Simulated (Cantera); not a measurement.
Cantera run, input and output.

```python
import numpy as np
import cantera as ct

gas = ct.Solution("gri30.yaml")
gas.TPX = 673, 210000, {'CH4': 1, 'O2': 2.08, 'N2': 7.83}
flame = ct.FreeFlame(gas, width=0.024)
flame.set_refine_criteria(ratio=3, slope=0.08, curve=0.16)
flame.transport_model = "mixture-averaged"
flame.solve(loglevel=0, auto=True)
z, T = flame.grid, flame.T
thick = (T[-1] - T[0]) / np.gradient(T, z).max()
show = ['CH4', 'O2', 'C2H', 'C2H2', 'NO2', 'CH2']
print(f"laminar burning velocity  {flame.velocity[0] * 100:.3f} cm/s")
print(f"burnt temperature         {T[-1]:.1f} K")
print(f"thermal thickness         {thick * 1e3:.4f} mm")
print(f"grid points               {len(z)}")
z0 = z[flame.heat_release_rate.argmax()]
print(f"{'z/mm':>9s}{'T/K':>9s}{'u/(m/s)':>9s}" + "".join(f"{s:>11s}" for s in show))
rows = []
for k in (-3, -2, -1.5, -1, -0.5, -0.25, 0, 0.25, 0.5, 1, 2, 4, 8):
    zz = z0 + k * thick
    rows.append([k * thick, np.interp(zz, z, T), np.interp(zz, z, flame.velocity),
                 *(np.interp(zz, z, flame.X[gas.species_index(s)]) for s in show)])
    print(f"{rows[-1][0] * 1e3:9.3f}{rows[-1][1]:9.1f}{rows[-1][2]:9.3f}" + "".join(f"{x:11.3e}" for x in rows[-1][3:]))
```

Result:

```
laminar burning velocity  131.185 cm/s
burnt temperature         2414.2 K
thermal thickness         0.1733 mm
grid points               142
     z/mm      T/K  u/(m/s)        CH4         O2        C2H       C2H2        NO2        CH2
   -0.520    673.2    1.313  9.155e-02  1.905e-01  6.854e-24  2.961e-09  1.459e-10  1.303e-17
   -0.347    676.0    1.321  9.114e-02  1.900e-01  2.663e-20  6.209e-08  2.793e-09  3.051e-14
   -0.260    684.3    1.340  9.030e-02  1.890e-01  1.769e-18  2.954e-07  1.205e-08  1.350e-12
   -0.173    734.5    1.446  8.633e-02  1.848e-01  7.127e-16  2.378e-06  6.756e-08  2.256e-10
   -0.087   1071.1    2.135  6.305e-02  1.557e-01  2.477e-11  2.956e-05  1.254e-07  2.223e-07
   -0.043   1461.8    2.943  3.534e-02  1.164e-01  7.955e-09  8.884e-05  5.568e-08  8.820e-06
    0.000   1848.2    3.749  8.624e-03  6.891e-02  3.195e-07  1.560e-04  1.536e-08  6.181e-05
    0.043   2017.6    4.091  6.359e-04  4.066e-02  2.188e-07  2.840e-05  7.624e-09  1.990e-05
    0.087   2072.3    4.185  2.232e-05  3.072e-02  9.580e-09  8.384e-07  9.057e-09  1.007e-06
    0.173   2137.3    4.290  3.984e-08  2.517e-02  9.456e-12  6.939e-10  1.127e-08  2.271e-09
    0.347   2216.2    4.424  2.434e-12  2.166e-02  2.865e-16  1.983e-14  1.541e-08  2.076e-13
    0.693   2296.9    4.563  2.299e-16  1.850e-02  4.915e-22  3.473e-20  2.422e-08  3.628e-16
    1.386   2361.3    4.671  1.207e-16  1.577e-02  1.715e-22  1.328e-20  3.985e-08  1.745e-16
```

Detailed kinetics in Cantera: GRI-Mech 3.0 (53 species, 325 reactions). Burning velocities carry a grid error of a few per cent, more on coarse grids.
